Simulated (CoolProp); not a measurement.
Oxygen along the isotherm -176.55 °C: Z from the reference equation and from simpler models built on Tc = -118.6 °C, pc = 5046 kPa, ω = 0.022; each cubic takes its own stable root.

Computed with CoolProp (reference Helmholtz-energy equation of state, Schmidt 1985).

| p (kPa) | phase | reference |
|---|---|---|
| 7.98 | gas | 0.9980 |
| 12.9 | gas | 0.9967 |
| 20.8 | gas | 0.9947 |
| 33.6 | gas | 0.9915 |
| 54.4 | gas | 0.9861 |
| 87.8 | gas | 0.9774 |
| 142 | gas | 0.9628 |
| 229 | liquid | 0.008228 |
| 370 | liquid | 0.01329 |
| 598 | liquid | 0.02147 |
| 967 | liquid | 0.03469 |
| 1560 | liquid | 0.05588 |
| 2520 | liquid | 0.09007 |

Q: How far does each simpler model (van der Waals, Redlich-Kwong, Soave-Redlich-Kwong, Peng-Robinson) lie from the reference over these 13 states: mean and median of the absolute difference, and the worst?

A: 
- van der Waals: mean 1433.6 %, median 1.2 %, worst +11548.0 % at -176.55 °C and 229 kPa
- Redlich-Kwong: mean 0.4 %, median 0.1 %, worst -0.9 % at -176.55 °C and 2520 kPa
- Soave-Redlich-Kwong: mean 0.2 %, median 0.2 %, worst +0.4 % at -176.55 °C and 229 kPa
- Peng-Robinson: mean 5.2 %, median 0.1 %, worst -11.2 % at -176.55 °C and 2520 kPa

At some of these states van der Waals gives the other phase, because its saturation line lies elsewhere.
